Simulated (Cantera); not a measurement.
# Equilibrium for thermal oxidation and active oxidation of silicon: Si + CO₂ + N₂

Feed: 1 mol Si, 1.5 mol CO₂, 5 mol N₂, equilibrated at 1398.15 K and 0.140 bar.

Method: chemical equilibrium by Gibbs-energy minimisation in Cantera with the NASA 1993 tables (ideal gas, pure condensed phases). Candidate condensed phases: C, Si, SiC, SiO₂, Si₂N₂O, Si₃N₄; 34 gas species. N₂ is the only nitrogen source here; it is nearly inert below about 1500 K, so the nitride shown seldom forms there in practice. Mutual solubility and eutectic melting of coexisting phases are not modelled. The tables hold silica as quartz up to 1696 K and as liquid above; real silica turns to tridymite and cristobalite and melts near 1996 K. Equilibrium is a limit: real reactors are often held back by kinetics, nucleation or transport.

```
Quantity                                   Result
--------------------------------------  ---------
x(N₂)                                       0.763
x(CO)                                       0.237
x(CO₂)                                    3.17e-5
x(SiO)                                    1.78e-6
n(SiO₂(β-quartz))                       0.667 mol
n(Si₂N₂O(s))                            0.167 mol
gas amount                              6.333 mol
log10 activity of C(graphite) (absent)      -0.36
log10 activity of Si(s) (absent)            -4.90
```
